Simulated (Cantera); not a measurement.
## Hydrogen reduction and annealing atmospheres: Cu₂O + H₂ + H₂O

Input: 1 mol Cu₂O, 9.9 mol H₂, 0.23 mol H₂O, at 12.0 Torr.

Method: chemical equilibrium by Gibbs-energy minimisation in Cantera with the NASA 1993 tables (ideal gas, pure condensed phases). Candidate condensed phases: Cu, CuO, Cu(OH)₂, Cu₂O, H₂O; 12 gas species. Rates play no part.

From 1423 K to 1723 K the condensed part is Cu(l). The main Cu-bearing gas is Cu throughout. The share of Cu in condensed phases is highest at 1423 K (99.9 %) and lowest at 1723 K (93.1 %).

```tsv
T (K)	x H₂	x H₂O	x Cu	x H	x Cu₂	n Cu(l)
1423	0.878	0.121	0.000131	4.92e-5	3.02e-8	2.00
1473	0.878	0.121	0.000323	9.37e-5	1.06e-7	2.00
1523	0.878	0.121	0.000753	0.000171	3.41e-7	1.99
1573	0.877	0.121	0.00166	0.000301	1.02e-6	1.98
1623	0.875	0.121	0.00347	0.000511	2.82e-6	1.96
1673	0.872	0.121	0.00695	0.000841	7.34e-6	1.93
1723	0.866	0.120	0.0133	0.00134	1.80e-5	1.86
```
x: gas mole fraction; n: condensed amount in mol.
